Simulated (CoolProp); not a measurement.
20 sccm (0 °C, 1 atm) of nitrogen bubbles through liquid tetrahydrofuran at 323 K and leaves saturated at a total pressure of 0.15 MPa (ideal gas phase). Each further row changes one setting.

The numbers come from the reference Helmholtz-energy equation of state, Fiedler 2023 in CoolProp.

```json
[
 {"case": "as stated", "vapour pressure (kPa)": "58.4", "mole fraction of vapour": "0.389", "delivery (mg/min)": "41.0", "delivery (sccm)": "12.7", "change of delivery for a bath 1 K warmer (%)": "6.2"},
 {"case": "bath temperature 328 K", "vapour pressure (kPa)": "69.8", "mole fraction of vapour": "0.465", "delivery (mg/min)": "55.9", "delivery (sccm)": "17.4", "change of delivery for a bath 1 K warmer (%)": "6.9"},
 {"case": "total pressure 0.3 MPa", "vapour pressure (kPa)": "58.4", "mole fraction of vapour": "0.195", "delivery (mg/min)": "15.5", "delivery (sccm)": "4.83", "change of delivery for a bath 1 K warmer (%)": "4.6"}
]
```
